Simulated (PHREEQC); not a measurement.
Synthetic water in mg/kgw, 25 °C, pH 3.72, pe 10.5:

| constituent | mg/kgw |
|---|---|
| Na | 1630 |
| K | 1070 |
| Ca | 131 |
| Mg | 187 |
| Cl | 1190 |
| S(6) as SO4 | 4250 |
| Cu(2) | 8.69 |
| Zn | 28.2 |
| Pb | 86.9 |

Cl is adjusted to close the charge balance.
Valence states are taken as typed.

Equilibrium calculation in PHREEQC: ion-association model, wateq4f.dat.

Precipitation was switched off in this run.

Estimate the ionic strength.

ionic strength 0.145 mol/kgw.

In which forms is Zn present?

Zn+2 46 %, ZnSO4 41 %, Zn(SO4)2-2 11 %, ZnCl+ 1.5 % of the Zn.

The solution is supersaturated, for example in Anglesite, so a real one may precipitate; this is no full list. Complexes and solids missing from the database can't appear.
